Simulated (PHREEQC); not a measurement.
# Brine

Dissolve 3.5 mol MgCl2 and 0.21 mol MgSO4 per kg of water at 25 °C. Closed to the air; pH follows from the charge balance.

Computed with PHREEQC (Pitzer model, pitzer.dat).

Precipitation was switched off in this run.

### Question
What activity of water does the model give?

### Answer
activity of water 0.631.
